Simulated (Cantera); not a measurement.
An isothermal plug-flow reactor at 798 K and 2930 Torr (inlet), inlet velocity 1 m/s, active area per volume 3700 1/m; feed CO : O2 : N2 = 0.0077 : 0.12 : 0.79 (molar parts), equivalence ratio 0.032.

Detailed kinetics in Cantera: Deutschmann's 1995 Pt surface mechanism with GRI-Mech 3.0 gas chemistry. Catalytic surfaces can have several steady states; this one follows from the mechanism file's or the stated starting coverage. Mass transfer to the wall is taken as infinitely fast.

x: gas mole fraction; θ: surface coverage.

| z (m) | x CO | x O2 | x H2O | x CO2 | θ free Pt | θ O* | θ CO* |
|---|---|---|---|---|---|---|---|
| 8.7e-05 | 0.00583 | 0.130 | <1e-12 | 0.00257 | 0.0360 | 0.960 | ? |
| 0.00019 | 0.00512 | 0.129 | <1e-12 | 0.00328 | 0.0304 | 0.967 | ? |
| 0.0004 | 0.00422 | 0.129 | <1e-12 | 0.00419 | 0.0261 | 0.972 | ? |
| 0.00087 | 0.00305 | 0.128 | <1e-12 | 0.00536 | 0.0227 | 0.976 | ? |
| 0.0019 | 0.00176 | 0.128 | <1e-12 | 0.00666 | 0.0201 | 0.979 | ? |
| 0.004 | 0.000702 | 0.127 | <1e-12 | 0.00772 | 0.0186 | 0.981 | ? |
| 0.0087 | 0.000112 | 0.127 | <1e-12 | 0.00831 | 0.0179 | 0.982 | ? |

Task: What belongs in the gaps?

Result: 
- 8.7e-05, θ CO*: 0.00407
- 0.00019, θ CO*: 0.00253
- 0.0004, θ CO*: 0.00153
- 0.00087, θ CO*: 0.000832
- 0.0019, θ CO*: 0.000378
- 0.004, θ CO*: 0.000128
- 0.0087, θ CO*: 1.89e-5
